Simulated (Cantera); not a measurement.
## Equilibrium for aluminium nitride and oxide growth: AlCl3 + N2 + N2O

Input: 1 mol AlCl3, 25 mol N2, 0.63 mol N2O, held at 1.00 bar.

Equilibrium computed with Cantera from the NASA thermochemical tables; the gas is ideal and each condensed phase is pure. Candidate condensed phases: Al, AlCl3, AlN, Al2O3; 24 gas species. The tables' values for AlCl2 are old estimates; treat these amounts as uncertain. Condensed phases not in the tables: AlOCl. Rates play no part.

From 800 K to 2100 K the condensed part is Al2O3(s). The main Al-bearing gas is AlCl3 throughout.

| T (K) | x N2 | x Cl | x Cl2 | x AlCl3 | x Al2Cl6 | x AlCl2 | x NO | x AlOCl | n Al2O3(s) |
|---|---|---|---|---|---|---|---|---|---|
| 800 | 0.956 | 1.43e-6 | 0.0235 | 0.0192 | 0.00123 | <1e-12 | <1e-12 | <1e-12 | 0.210 |
| 900 | 0.955 | 1.13e-5 | 0.0235 | 0.0212 | 0.000210 | <1e-12 | 5.66e-12 | <1e-12 | 0.210 |
| 1000 | 0.955 | 5.95e-5 | 0.0234 | 0.0215 | 4.61e-5 | <1e-12 | 1.75e-10 | <1e-12 | 0.210 |
| 1100 | 0.955 | 0.000232 | 0.0234 | 0.0216 | 1.33e-5 | 1.20e-11 | 2.88e-9 | <1e-12 | 0.210 |
| 1200 | 0.955 | 0.000718 | 0.0231 | 0.0216 | 4.77e-6 | 1.86e-10 | 2.93e-8 | 1.96e-12 | 0.210 |
| 1300 | 0.954 | 0.00186 | 0.0225 | 0.0216 | 2.02e-6 | 1.90e-9 | 2.05e-7 | 4.24e-11 | 0.210 |
| 1400 | 0.953 | 0.00415 | 0.0213 | 0.0216 | 9.81e-7 | 1.40e-8 | 1.04e-6 | 5.89e-10 | 0.210 |
| 1500 | 0.951 | 0.00812 | 0.0193 | 0.0215 | 5.28e-7 | 8.11e-8 | 4.04e-6 | 5.73e-9 | 0.210 |
| 1600 | 0.948 | 0.0140 | 0.0163 | 0.0215 | 3.09e-7 | 3.91e-7 | 1.21e-5 | 4.17e-8 | 0.210 |
| 1700 | 0.945 | 0.0214 | 0.0124 | 0.0214 | 1.94e-7 | 1.66e-6 | 2.81e-5 | 2.39e-7 | 0.209 |
| 1800 | 0.941 | 0.0291 | 0.00848 | 0.0214 | 1.29e-7 | 6.43e-6 | 5.14e-5 | 1.12e-6 | 0.209 |
| 1900 | 0.938 | 0.0355 | 0.00517 | 0.0213 | 8.97e-8 | 2.32e-5 | 7.57e-5 | 4.47e-6 | 0.209 |
| 2000 | 0.936 | 0.0399 | 0.00293 | 0.0212 | 6.49e-8 | 7.82e-5 | 9.44e-5 | 1.54e-5 | 0.208 |
| 2100 | 0.934 | 0.0426 | 0.00161 | 0.0210 | 4.81e-8 | 0.000243 | 0.000106 | 4.71e-5 | 0.208 |
x: gas mole fraction; n: condensed amount in mol.
